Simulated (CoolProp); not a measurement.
Benzene at 293.15 K and 0.00667 MPa flows at 4 m/s in a round tube of 6 mm bore and 1.5 µm roughness, fully developed (64/Re and Nu = 3.66 if laminar; Colebrook and Gnielinski if turbulent). Each further row changes one setting.

The numbers come from the reference Helmholtz-energy equation of state, Thol 2012 in CoolProp.

| case | Reynolds number | Darcy friction factor | pressure drop (Pa/m) | heat-transfer coefficient (W/(m² K)) | mass flow (kg/h) |
|---|---|---|---|---|---|
| as stated | 692 | 0.0925 | 26.5 | 6.20 | 0.0874 |
| velocity 8 m/s | 1380 | 0.0462 | 52.9 | 6.20 | 0.175 |
| diameter 12 mm | 1380 | 0.0462 | 6.62 | 3.10 | 0.350 |

Viscosity comes from a separate model (Avgeri 2014). Thermal conductivity comes from a separate model (Assael 2012).
